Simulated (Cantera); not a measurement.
A Cantera script and what it prints.

```python
import numpy as np
import cantera as ct

gas_names = """
    C CH CH2 CH3 CH2OH CH3O CH4 CH3OH CO CO2 COOH C2 C2H CHCO,ketyl C2H2,acetylene C2H2,vinylidene
    CH2CO,ketene C2H3,vinyl CH3CO,acetyl C2H4 C2H4O,ethylen CH3CHO,ethanal CH3COOH (HCOOH)2 C2H5 C2H6
    CH3OCH3 C2H5OH C2O C3 C3H3,propargyl C3H4,allene C3H4,propyne C3H4,cyclo- C3H5,allyl C3H6,propylene
    C3H6,cyclo- C3H6O C3H7,n-propyl C3H7,i-propyl C3H8 C3H8O,1propanol C3H8O,2propanol C3O2 C4 C4H2
    C4H4,1,3-cyclo- C4H6,butadiene C4H6,2-butyne C4H6,cyclo- C4H8,1-butene C4H8,cis2-buten
    C4H8,tr2-butene C4H8,isobutene C4H8,cyclo- (CH3COOH)2 C4H9,n-butyl C4H9,i-butyl C4H9,s-butyl
    C4H9,t-butyl C4H10,isobutane C4H10,n-butane C5 C5H6,1,3cyclo- C5H8,cyclo- C5H10,1-pentene
    C5H10,cyclo- C5H11,pentyl C5H11,t-pentyl C5H12,n-pentane C5H12,i-pentane CH3C(CH3)2CH3 C6H2
    C6H5,phenyl C6H5O,phenoxy C6H6 C6H5OH,phenol C6H10,cyclo- C6H12,1-hexene C6H12,cyclo- C6H13,n-hexyl
    C7H7,benzyl C7H8 C7H8O,cresol C7H14,1-heptene C7H15,n-heptyl C7H16,n-heptane C8H8,styrene
    C8H10,ethylbenz C8H16,1-octene C8H17,n-octyl C8H18,isooctane C8H18,n-octane C9H19,n-nonyl
    C10H8,naphthale C10H21,n-decyl C12H9,o-bipheny C12H10,bipheny Ca CaO CaOH CaO2H2 Ca2 H HCO HO2 H2
    HCHO,formaldehy HCOOH H2O H2O2 O OH O2 O3
""".split()
cond_names = """
    C(gr) C6H6(L) C7H8(L) C8H18(L),n-octa Ca(a) Ca(b) Ca(L) CaCO3(caL) CaO(s) CaO(L) CaO2H2(s) H2O(s)
    H2O(L)
""".split()


def load(file, names, dense=False):
    # The tables refer to 1 bar. Condensed volumes are neglected.
    table = {s.name: s for s in ct.Species.list_from_file(file)}
    out = []
    for n in names:
        d = dict(table[n].input_data)
        d["thermo"] = dict(d["thermo"], **{"reference-pressure": 1e5})
        if dense:
            d["equation-of-state"] = {"model": "constant-volume", "density": "1e6 g/cm^3"}
        out.append(ct.Species.from_dict(d))
    return out


gas = ct.Solution(thermo="ideal-gas", species=load("nasa_gas.yaml", gas_names))
cond = {s.name: ct.Solution(thermo="fixed-stoichiometry", species=[s], name=s.name)
        for s in load("nasa_condensed.yaml", cond_names, dense=True)}
atoms = {
    'Ca(OH)2': {'Ca': 1, 'O': 2, 'H': 2},
    'CO2': {'C': 1, 'O': 2},
    'H2': {'H': 2},
}
top_T = {'C(gr)': 4500}  # K; cautious upper limits of use, not melting points


def equilibrate(T, P, feed):
    n = {}
    for name, mol in feed.items():
        for a, k in atoms[name].items():
            n[a] = n.get(a, 0.0) + k * mol
    gas.TPX = T, P, n
    mass = sum(n.values()) * gas.mean_molecular_weight
    gas.equilibrate("TP")
    valid = [c for c in cond.values() if c.min_temp <= T <= top_T.get(c.name, c.max_temp)]
    mix = ct.Mixture([(gas, mass / gas.mean_molecular_weight)] + [(c, 0.0) for c in valid])
    mix.T, mix.P = T, P
    mix.equilibrate("TP", solver="vcs", rtol=1e-11, max_steps=5000)
    return mix


results = []
feed = {'Ca(OH)2': 1, 'CO2': 6.4, 'H2': 2.4}  # mol
P = 10  # Pa
for T in [573, 723, 873, 1023, 1173, 1323, 1473, 1623, 1773, 1923, 2073]:
    mix = equilibrate(T, P, feed)
    results.append((T, P, feed, dict(zip(mix.species_names, mix.species_moles))))

top = {s: max(r[3][s] / sum(r[3][g] for g in gas_names) for r in results) for s in gas_names}
cols = sorted((s for s in top if top[s] > 0.0001), key=lambda s: -top[s])[:7]
seen = [c for c in cond_names if any(r[3].get(c, 0) > 1e-12 for r in results)]
print("log10 of partial pressures in bar; condensed amounts in mol")
print(f"{'T/K':>10s}" + "".join(f"{s[:9]:>10s}" for s in cols + seen))
for T, P, feed, n in results:
    ng = sum(n[g] for g in gas_names)
    print(f"{T:10.4g}" + "".join(f"{np.log10(max(n[s] / ng * P / 1e5, 1e-99)):10.3f}" for s in cols)
          + "".join(f"{n.get(c, 0):10.4g}" for c in seen))
```

Output:

```
log10 of partial pressures in bar; condensed amounts in mol
       T/K       CO2       H2O        CO        H2         H        O2        OH CaCO3(caL    CaO(s)
       573    -4.230    -4.854    -5.596    -4.609   -19.541   -39.757   -24.942         1         0
       723    -4.268    -4.726    -5.129    -4.702   -15.425   -30.041   -19.390         1         0
       873    -4.271    -4.659    -4.931    -4.894   -12.777   -23.409   -15.686         0         1
      1023    -4.297    -4.601    -4.828    -5.016   -10.891   -18.705   -13.056         0         1
      1173    -4.316    -4.566    -4.770    -5.124    -9.491   -15.173   -11.094         0         1
      1323    -4.329    -4.543    -4.735    -5.217    -8.408   -12.426    -9.574         0         1
      1473    -4.338    -4.529    -4.712    -5.296    -7.546   -10.231    -8.363         0         1
      1623    -4.345    -4.520    -4.697    -5.363    -6.842    -8.438    -7.377         0         1
      1773    -4.354    -4.519    -4.685    -5.420    -6.256    -6.958    -6.563         0    0.9999
      1923    -4.395    -4.549    -4.641    -5.427    -5.739    -5.848    -5.926         0    0.9991
      2073    -4.549    -4.668    -4.538    -5.342    -5.251    -5.269    -5.521         0    0.9886
```

These are equilibrium values from Cantera (NASA tables, ideal gas, pure condensed phases), not measurements of a reactor.
